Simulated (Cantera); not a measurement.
**Carbon deposition, reforming and gasification: C + O₂**

Feed: 1 mol C, 0.015 mol O₂, equilibrated at 3.30 bar.

These are equilibrium values from Cantera (NASA tables, ideal gas, pure condensed phases), not measurements of a reactor. Candidate condensed phases: C; 23 gas species. Ions and electrons are included (thermal ionisation). The numbers say what is thermodynamically allowed, not how fast it happens.

From 3000 K to 4000 K the condensed part is C(graphite). From 4500 K to 5000 K nothing is condensed. The main C-bearing gas is CO at 3000 K and C₃ at 5000 K.

| T (K) | x CO | x C₃ | x C | x C₂ | x C₅ | x C₄ | x C₂O | x C+ | n C(graphite) |
|---|---|---|---|---|---|---|---|---|---|
| 3000 | 1.000 | 9.45e-5 | 1.54e-5 | 9.60e-6 | 1.73e-6 | 3.19e-7 | 6.49e-6 | 4.77e-12 | 0.970 |
| 3500 | 0.988 | 0.00885 | 0.000900 | 0.000992 | 0.000592 | 0.000103 | 6.45e-5 | 2.19e-9 | 0.969 |
| 4000 | 0.643 | 0.255 | 0.0188 | 0.0313 | 0.0447 | 0.00758 | 0.000236 | 1.86e-7 | 0.919 |
| 4500 | 0.0789 | 0.584 | 0.111 | 0.140 | 0.0663 | 0.0202 | 6.17e-5 | 3.29e-6 | 0 |
| 5000 | 0.0617 | 0.376 | 0.317 | 0.221 | 0.0144 | 0.0102 | 6.13e-5 | 2.27e-5 | 0 |
x: gas mole fraction; n: condensed amount in mol.
